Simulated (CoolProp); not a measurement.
Ethylene at 291.62 K and 17.6 MPa is throttled through a valve to 2.91 MPa with no heat exchange. Each further row changes one setting.

The numbers come from the reference Helmholtz-energy equation of state, Smukala 2000 in CoolProp.

```
case                       temperature change (K)                       final phase  final density (kg/m³)
-------------------------  ----------------------  --------------------------------  ---------------------
as stated                                   -32.9  two-phase, vapour fraction 0.293                    149
outlet pressure 0.873 MPa                   -74.3  two-phase, vapour fraction 0.513                   30.2
outlet pressure 3.78 MPa                    -22.0  two-phase, vapour fraction 0.170                    232
```
